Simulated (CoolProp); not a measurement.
Properties of R227EA along the isobar 1.01 bar (Tc = 374.9 K, pc = 29.25 bar, ω = 0.358).

The numbers come from the reference Helmholtz-energy equation of state, Lemmon 2016 in CoolProp.

```
T (K)  phase       Z  viscosity (µPa s)
-----  -----  ------  -----------------
313.6    gas  0.9773                [?]
328.3    gas  0.9808               12.8
343      gas  0.9836               13.4
357.6    gas  0.9858               13.9
372.3    gas  0.9877               14.5
387      gas  0.9893               15.0
401.6    gas  0.9907                [?]
416.3    gas  0.9918                [?]
431      gas  0.9928                [?]
445.7    gas  0.9937                [?]
460.3    gas  0.9944                [?]
475      gas  0.9951               18.2
```

Problem. Complete the blanks.

Solution. 
- 313.6, viscosity (µPa s): 12.2
- 401.6, viscosity (µPa s): 15.6
- 416.3, viscosity (µPa s): 16.1
- 431, viscosity (µPa s): 16.6
- 445.7, viscosity (µPa s): 17.2
- 460.3, viscosity (µPa s): 17.7

Viscosity comes from a separate model (Huber 2003), an estimate that may be off by 10 % or more.
